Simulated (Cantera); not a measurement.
Input (Python, Cantera) and output of one run.

```python
import numpy as np
import cantera as ct

gas_names = """
    H H2 Si SiH SiH2 SiH3 SiH4 Si2 Si3
""".split()
cond_names = """
    Si(cr) Si(L)
""".split()


# ... load() reads the species with a 1 bar reference pressure and builds the phases ...
atoms = {
    'SiH4': {'Si': 1, 'H': 4},
    'H2': {'H': 2},
}
top_T = {}  # K; cautious upper limits of use, not melting points


# ... equilibrate(T, P, feed) seeds the gas with the atoms and calls Mixture.equilibrate('TP', solver="vcs", rtol=1e-11, max_steps=5000) ...
results = []
feed = {'SiH4': 1, 'H2': 7.6}  # mol
P = 170  # Pa
for T in [1573, 1623, 1673, 1723, 1773, 1823, 1873]:
    mix = equilibrate(T, P, feed)
    results.append((T, P, feed, dict(zip(mix.species_names, mix.species_moles))))
    x = sorted(zip(gas.X, gas.species_names), reverse=True)
    print(f"T = {T:g} K  P = {P:g} Pa  gas = {mix.phase_moles(0):.4g} mol")
    print("   x: " + "  ".join(f"{s} {v:.3e}" for v, s in x if v > 1e-05))
    print("   condensed (mol): " + ("  ".join(f"{mix.phase(i).name} {mix.phase_moles(i):.4g}"
          for i in range(1, mix.n_phases) if mix.phase_moles(i) > 1e-12) or "none"))
```

Result:

```
T = 1573 K  P = 170 Pa  gas = 9.605 mol
   x: H2 9.990e-01  H 9.856e-04  Si 3.234e-05
   condensed (mol): Si(cr) 0.9996
T = 1623 K  P = 170 Pa  gas = 9.609 mol
   x: H2 9.982e-01  H 1.675e-03  Si 9.202e-05
   condensed (mol): Si(cr) 0.999
T = 1673 K  P = 170 Pa  gas = 9.616 mol
   x: H2 9.970e-01  H 2.758e-03  Si 2.457e-04  SiH 1.710e-05  SiH2 1.098e-05
   condensed (mol): Si(cr) 0.9973
T = 1723 K  P = 170 Pa  gas = 9.627 mol
   x: H2 9.950e-01  H 4.412e-03  Si 5.785e-04  SiH 3.421e-05  SiH2 1.689e-05
   condensed (mol): Si(L) 0.9939
T = 1773 K  P = 170 Pa  gas = 9.646 mol
   x: H2 9.918e-01  H 6.871e-03  Si 1.253e-03  SiH 6.352e-05  SiH2 2.447e-05
   condensed (mol): Si(L) 0.9869
T = 1823 K  P = 170 Pa  gas = 9.676 mol
   x: H2 9.868e-01  H 1.044e-02  Si 2.600e-03  SiH 1.138e-04  SiH2 3.466e-05  Si2 1.683e-05
   condensed (mol): Si(L) 0.973
T = 1873 K  P = 170 Pa  gas = 9.727 mol
   x: H2 9.790e-01  H 1.549e-02  Si 5.187e-03  SiH 1.972e-04  SiH2 4.802e-05  Si2 3.872e-05
   condensed (mol): Si(L) 0.9461
```

Cantera equilibrium calculation (NASA polynomials, part measured and part estimated; ideal gas, pure solids and liquids). Gases not in the tables: Si2H6 and higher silanes.
